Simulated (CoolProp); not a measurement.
A closed Brayton cycle with carbon dioxide: compressor inlet 333.15 K and 8.3 MPa, high pressure 27.6 MPa, turbine inlet 655 K, compressor efficiency 0.89, turbine efficiency 0.93, recuperator effectiveness 0.8 (on enthalpy, no pinch check). Each further row changes one setting.

The numbers come from the reference Helmholtz-energy equation of state, Span 1996 in CoolProp.

```json
[
 {"case": "as stated", "thermal efficiency (%)": "24.1", "net work (kJ/kg)": "52.4", "compressor to turbine work": "0.56", "compressor exit (K)": "438.8", "turbine exit (K)": "525.8"},
 {"case": "turbine inlet 605 K", "thermal efficiency (%)": "20.4", "net work (kJ/kg)": "39.8", "compressor to turbine work": "0.63", "compressor exit (K)": "438.8", "turbine exit (K)": "480.9"},
 {"case": "compressor inlet 343.15 K", "thermal efficiency (%)": "22.2", "net work (kJ/kg)": "45.9", "compressor to turbine work": "0.62", "compressor exit (K)": "454.2", "turbine exit (K)": "525.8"},
 {"case": "high pressure 23.5 MPa", "thermal efficiency (%)": "24.2", "net work (kJ/kg)": "49.4", "compressor to turbine work": "0.53", "compressor exit (K)": "424.2", "turbine exit (K)": "542.7"},
 {"case": "recuperator effectiveness 0.5", "thermal efficiency (%)": "21.2", "net work (kJ/kg)": "52.4", "compressor to turbine work": "0.56", "compressor exit (K)": "438.8", "turbine exit (K)": "525.8"}
]
```
